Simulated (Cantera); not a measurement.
An isothermal, constant-pressure homogeneous reactor starts with NO : N₂ = 1 : 17 (molar parts), at 1798 K and 29.3 Torr. Integrator tolerance rtol = 1e-08.

Detailed kinetics in Cantera: GRI-Mech 3.0 (53 species, 325 reactions). Radical loss at walls, strong at low pressure, is not modelled.

Task: What does this change do: temperature 1798 to 1975 K?

Result: 
| quantity | before | after |
|---|---|---|
| x(NO) at 9.00 s | 0.0547 (gas-phase equilibrium 0.00165) | 0.0469 (gas-phase equilibrium 0.00281) |
| x(O₂) at 9.00 s | 0.000412 (gas-phase equilibrium 0.0269) | 0.00423 (gas-phase equilibrium 0.0261) |
| x(N₂O) at 9.00 s | 1.20e-6 (gas-phase equilibrium 2.08e-8) | 9.39e-7 (gas-phase equilibrium 3.47e-8) |
| x(NO₂) at 9.00 s | 1.81e-6 (gas-phase equilibrium 2.93e-7) | 2.48e-6 (gas-phase equilibrium 3.52e-7) |
| x(O) at 9.00 s | 2.11e-5 (gas-phase equilibrium 9.98e-5) | 0.000203 (gas-phase equilibrium 0.000454) |
| x(N₂) at 9.00 s | 0.945 (gas-phase equilibrium 0.971) | 0.949 (gas-phase equilibrium 0.971) |
